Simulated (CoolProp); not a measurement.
The fluid at 298.15 K and 12.3 MPa (liquid) is heated at constant pressure to 458.4 K. The same conditions are run with several fluids, on thermodynamics alone (safety and materials aside).

Computed with CoolProp (reference Helmholtz-energy equation of state of each fluid (tetrahydrofuran: Fiedler 2023; hydrogen chloride: Thol 2018; R507A: Lemmon 2003; methanol: de Reuck 1993)). Blends and air are pseudo-pure fits.

Question: Rank tetrahydrofuran, hydrogen chloride, R507A, methanol by heat (kJ/kg), highest first.

Answer: methanol (515), hydrogen chloride (400), tetrahydrofuran (324), R507A (253)

```tsv
fluid	final phase	final density (kg/m³)
tetrahydrofuran	liquid	710
hydrogen chloride	supercritical	141
R507A	supercritical	454
methanol	liquid	620
```
